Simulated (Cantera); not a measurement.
Input: 1 mol c-C4F8, a varied amount of HCl, equilibrated at 1550 K and 0.00133 bar.

Method: chemical equilibrium by Gibbs-energy minimisation in Cantera with the NASA 1993 tables (ideal gas, pure condensed phases). Candidate condensed phases: C, C6H6, C7H8, C8H18; 118 gas species. The feed counts by its element totals alone. Gases not in the tables: C2F6 and larger saturated fluorocarbons. The numbers say what is thermodynamically allowed, not how fast it happens.

x: gas mole fraction; n: condensed amount in mol.

```json
[
 {"n(HCl) (mol)": "0.15", "x CF4": "0.865", "x HF": "0.0660", "x Cl": "0.0636", "x Cl2": "(withheld)", "n C(graphite)": "2.03"},
 {"n(HCl) (mol)": "0.17", "x CF4": "0.850", "x HF": "0.0736", "x Cl": "0.0708", "x Cl2": "(withheld)", "n C(graphite)": "2.04"},
 {"n(HCl) (mol)": "0.19", "x CF4": "0.836", "x HF": "0.0810", "x Cl": "0.0777", "x Cl2": "(withheld)", "n C(graphite)": "2.04"},
 {"n(HCl) (mol)": "0.21", "x CF4": "0.821", "x HF": "0.0882", "x Cl": "0.0844", "x Cl2": "(withheld)", "n C(graphite)": "2.05"},
 {"n(HCl) (mol)": "0.23", "x CF4": "0.808", "x HF": "0.0952", "x Cl": "0.0908", "x Cl2": "(withheld)", "n C(graphite)": "2.05"},
 {"n(HCl) (mol)": "0.26", "x CF4": "0.788", "x HF": "0.105", "x Cl": "0.100", "x Cl2": "(withheld)", "n C(graphite)": "2.06"},
 {"n(HCl) (mol)": "0.3", "x CF4": "0.762", "x HF": "0.118", "x Cl": "0.112", "x Cl2": "(withheld)", "n C(graphite)": "2.07"},
 {"n(HCl) (mol)": "0.33", "x CF4": "0.744", "x HF": "0.127", "x Cl": "0.120", "x Cl2": "(withheld)", "n C(graphite)": "2.08"},
 {"n(HCl) (mol)": "0.37", "x CF4": "0.721", "x HF": "0.139", "x Cl": "0.131", "x Cl2": "(withheld)", "n C(graphite)": "2.09"},
 {"n(HCl) (mol)": "0.42", "x CF4": "0.694", "x HF": "0.153", "x Cl": "0.143", "x Cl2": "(withheld)", "n C(graphite)": "2.10"},
 {"n(HCl) (mol)": "0.47", "x CF4": "0.669", "x HF": "0.165", "x Cl": "0.154", "x Cl2": "(withheld)", "n C(graphite)": "2.11"},
 {"n(HCl) (mol)": "0.53", "x CF4": "0.641", "x HF": "0.180", "x Cl": "0.167", "x Cl2": "(withheld)", "n C(graphite)": "2.13"},
 {"n(HCl) (mol)": "0.6", "x CF4": "0.610", "x HF": "0.195", "x Cl": "0.181", "x Cl2": "(withheld)", "n C(graphite)": "2.14"}
]
```

**Question.** Some entries are withheld; supply them.

**Answer.** 
- 0.15, x Cl2: 0.000824
- 0.17, x Cl2: 0.00102
- 0.19, x Cl2: 0.00123
- 0.21, x Cl2: 0.00145
- 0.23, x Cl2: 0.00168
- 0.26, x Cl2: 0.00204
- 0.3, x Cl2: 0.00255
- 0.33, x Cl2: 0.00294
- 0.37, x Cl2: 0.00347
- 0.42, x Cl2: 0.00415
- 0.47, x Cl2: 0.00484
- 0.53, x Cl2: 0.00567
- 0.6, x Cl2: 0.00664
